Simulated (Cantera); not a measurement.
## Silicon epitaxy and polysilicon growth: SiH4 + HCl + H2

A closed system holds: 1 mol SiH4, 0.23 mol HCl, 9.6 mol H2, held at 0.220 bar.

These are equilibrium values from Cantera (NASA tables, ideal gas, pure condensed phases), not measurements of a reactor. Candidate condensed phases: Si; 19 gas species. The tables' values for SiCl3 are old estimates; treat these amounts as uncertain. Equilibrium is a limit: real reactors are often held back by kinetics, nucleation or transport.

```
T (K)   x H2    x HCl  x SiHCl3   x SiCl4   x SiCl2  n Si(s)
-----  -----  -------  --------  --------  --------  -------
900    0.992  0.00266   0.00241   0.00227   9.66e-6    0.942
950    0.991  0.00425   0.00217   0.00203   2.78e-5    0.947
1000   0.990  0.00634   0.00187   0.00170   6.91e-5    0.954
1050   0.988  0.00886   0.00149   0.00129  0.000148    0.962
1100   0.986   0.0115   0.00108  0.000859  0.000274    0.970
1150   0.984   0.0139  0.000694  0.000483  0.000433    0.978
1200   0.983   0.0156  0.000391  0.000229  0.000588    0.983
1250   0.982   0.0166  0.000201   9.55e-5  0.000709    0.986
1300   0.982   0.0171   9.97e-5   3.81e-5  0.000795    0.988
1350   0.982   0.0173   5.00e-5   1.54e-5  0.000858    0.988
1400   0.982   0.0174   2.58e-5   6.45e-6  0.000908    0.988
1450   0.982   0.0174   1.38e-5   2.84e-6  0.000950    0.988
1500   0.982   0.0174   7.69e-6   1.31e-6  0.000986    0.988
```
x: gas mole fraction; n: condensed amount in mol.

From 900 K to 1500 K the condensed part is Si(s). The main Si-bearing gas is SiHCl3 at 900 K and SiCl2 at 1500 K.
